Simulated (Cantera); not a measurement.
Input: 1 mol CH₃SiH₃, 0.01 mol CH₄, 660 mol H₂, equilibrated at 0.00133 bar.

These are equilibrium values from Cantera (NASA tables, ideal gas, pure condensed phases), not measurements of a reactor. Candidate condensed phases: C, C₆H₆, C₇H₈, C₈H₁₈, Si, SiC; 87 gas species. The feed counts by its element totals alone. The numbers say what is thermodynamically allowed, not how fast it happens. All values below are at 2273 K.

Base state: H₂ 0.793, H 0.205, Si 0.00130, C₂H₂ (acetylene) 0.000637, SiC₂ 3.48e-5, SiH 1.63e-5 (mole fractions); condensed: gas only.

Task: What changes in the equilibrium state with this change: pressure from 0.00133 bar to 0.0820 bar?

Result: 
```tsv
species	before	after
H₂	0.793	0.969
H	0.205	0.0289
Si	0.00130	0.00119
SiH	1.63e-5	0.000129
SiH₂	7.79e-7	5.36e-5
Si₂C	7.96e-7	3.88e-5
SiC₂	3.48e-5	2.84e-5
C₂H₂ (acetylene)	0.000637	0.000694
```
Gases not in the tables: Si₂H₆ and higher silanes.

Task: What changes in the equilibrium state with this change: H₂ from 660 to 1.8 mol?

Result: 
```csv
species,before,after
H₂,0.793,0.714
H,0.205,0.194
Si,0.00130,0.0730
Si₂C,7.96e-7,0.00545
Si₂,5.65e-8,0.000179
SiC₂,3.48e-5,0.00917
SiH,1.63e-5,0.000869
SiH₂,7.79e-7,3.94e-5
"C(graphite), mol",0,0.395
"SiC(s), mol",0,0.442
```
Gases not in the tables: Si₂H₆ and higher silanes.
